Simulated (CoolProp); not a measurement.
Saturation properties of carbon monoxide.

Model: reference Helmholtz-energy equation of state, Lemmon 2006, in CoolProp. It is a short technical equation, of lower accuracy than the large ones.

```json
[
 {"T (°C)": "-179.95", "p (MPa)": "0.3169", "liquid density (kg/m³)": "740.0", "enthalpy of vaporisation (kJ/kg)": "196.9", "liquid cp (kJ/(kg K))": "2.216", "vapour Z": "0.9075", "surface tension (mN/m)": "7.10"},
 {"T (°C)": "-177.55", "p (MPa)": "0.3871", "liquid density (kg/m³)": "728.1", "enthalpy of vaporisation (kJ/kg)": "192.7", "liquid cp (kJ/(kg K))": "2.243", "vapour Z": "0.8936", "surface tension (mN/m)": "6.61"},
 {"T (°C)": "-175.25", "p (MPa)": "0.4645", "liquid density (kg/m³)": "716.4", "enthalpy of vaporisation (kJ/kg)": "188.4", "liquid cp (kJ/(kg K))": "2.273", "vapour Z": "0.8791", "surface tension (mN/m)": "6.14"},
 {"T (°C)": "-172.85", "p (MPa)": "0.5566", "liquid density (kg/m³)": "703.8", "enthalpy of vaporisation (kJ/kg)": "183.6", "liquid cp (kJ/(kg K))": "2.311", "vapour Z": "0.8628", "surface tension (mN/m)": "5.66"},
 {"T (°C)": "-170.45", "p (MPa)": "0.6612", "liquid density (kg/m³)": "690.7", "enthalpy of vaporisation (kJ/kg)": "178.6", "liquid cp (kJ/(kg K))": "2.356", "vapour Z": "0.8451", "surface tension (mN/m)": "5.18"},
 {"T (°C)": "-168.15", "p (MPa)": "0.7742", "liquid density (kg/m³)": "677.7", "enthalpy of vaporisation (kJ/kg)": "173.5", "liquid cp (kJ/(kg K))": "2.408", "vapour Z": "0.8269", "surface tension (mN/m)": "4.73"},
 {"T (°C)": "-165.75", "p (MPa)": "0.9062", "liquid density (kg/m³)": "663.5", "enthalpy of vaporisation (kJ/kg)": "167.8", "liquid cp (kJ/(kg K))": "2.472", "vapour Z": "0.8065", "surface tension (mN/m)": "4.27"},
 {"T (°C)": "-163.45", "p (MPa)": "1.047", "liquid density (kg/m³)": "649.3", "enthalpy of vaporisation (kJ/kg)": "161.9", "liquid cp (kJ/(kg K))": "2.547", "vapour Z": "0.7854", "surface tension (mN/m)": "3.83"},
 {"T (°C)": "-161.05", "p (MPa)": "1.210", "liquid density (kg/m³)": "633.7", "enthalpy of vaporisation (kJ/kg)": "155.3", "liquid cp (kJ/(kg K))": "2.643", "vapour Z": "0.7617", "surface tension (mN/m)": "3.38"},
 {"T (°C)": "-158.65", "p (MPa)": "1.391", "liquid density (kg/m³)": "617.2", "enthalpy of vaporisation (kJ/kg)": "148.1", "liquid cp (kJ/(kg K))": "2.764", "vapour Z": "0.7362", "surface tension (mN/m)": "2.93"},
 {"T (°C)": "-156.35", "p (MPa)": "1.581", "liquid density (kg/m³)": "600.3", "enthalpy of vaporisation (kJ/kg)": "140.6", "liquid cp (kJ/(kg K))": "2.912", "vapour Z": "0.7096", "surface tension (mN/m)": "2.51"},
 {"T (°C)": "-153.95", "p (MPa)": "1.799", "liquid density (kg/m³)": "581.3", "enthalpy of vaporisation (kJ/kg)": "132.0", "liquid cp (kJ/(kg K))": "3.118", "vapour Z": "0.6795", "surface tension (mN/m)": "2.09"},
 {"T (°C)": "-151.55", "p (MPa)": "2.038", "liquid density (kg/m³)": "560.5", "enthalpy of vaporisation (kJ/kg)": "122.3", "liquid cp (kJ/(kg K))": "3.406", "vapour Z": "0.6462", "surface tension (mN/m)": "1.67"}
]
```

It boils at -191.5 °C under 1 atm.

Surface tension comes from a separate correlation (Mulero 2012).
